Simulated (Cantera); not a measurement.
A closed system holds: 1 mol trisilylamine, 0.17 mol NH3, 10 mol N2, equilibrated at 0.00330 bar.

These are equilibrium values from Cantera (NASA tables, ideal gas, pure condensed phases), not measurements of a reactor. Candidate condensed phases: Si, Si3N4; 18 gas species. The feed counts by its element totals alone. Rates play no part.

Over these rows the condensed part is Si3N4(s). Partial pressures as log10 of bar:

```tsv
T (K)	1000/T (1/K)	log p Si	log p N2	log p H2
1398	0.7153	-10.83	-2.67	-2.93
1448	0.6906	-9.94	-2.67	-2.93
1498	0.6676	-9.11	-2.67	-2.93
1548	0.6460	-8.33	-2.67	-2.93
1598	0.6258	-7.61	-2.67	-2.93
1648	0.6068	?	-2.67	-2.93
```

Task: Fit log p(Si) = a + b·(1000/T) to the five rows, give the apparent enthalpy, and predict the row at 1648 K.

Result: Means: 1000/T = 0.6691, log p = -9.164. Sxy = -0.180288, Sxx = 0.0050074, so b = -36.00 and a = -9.164 − (-36.00)×0.6691 = 14.92.
Apparent enthalpy: −19.145 × (-36.00) = 689 kJ/mol. With the condensed phases at unit activity, 1/3 Si3N4(s) = Si(g) + 2/3 N2(g) links this pressure to the main gases: over the six rows their terms move log p by +0.00 in all, so the slope is close to that reaction's ΔH°. The five rows lie within 0.01 of the line.
Prediction at 1648 K: 14.92 + (-36.00)×0.6068 = -6.92. The computed value is -6.92, 0.00 from the line.
